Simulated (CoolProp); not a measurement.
Vapour-liquid equilibrium of propylene (1) + R142b (2) at 7.64 bar; x and y are mole fractions of (1).

Computed with CoolProp (multi-fluid Helmholtz-energy mixture model, Lemmon 2013 and Lemmon 2006; pair parameters Bell 2016).

```
x     bubble temperature, mixture model (°C)  bubble temperature, Raoult's law (°C)  y, mixture model  y, Raoult's law
----  --------------------------------------  -------------------------------------  ----------------  ---------------
0.05                                    50.6                                   50.7             0.123            0.136
0.2                                     40.0                                   40.8             0.416            0.440
0.35                                    31.3                                   32.7             0.612            0.638
0.5                                     24.5                                   25.9             0.744            0.773
0.65                                    19.0                                   20.1             0.839            0.867
0.8                                     14.5                                   15.1             0.913            0.936
0.95                                    10.6                                   10.7             0.978            0.986
```

The largest gap from Raoult's law is -1.4 K in bubble temperature, at x = 0.5. No azeotrope shows between x = 0.05 and 0.95.

Pair parameters are fitted to limited data, so mixtures are less certain than the pure fluids.
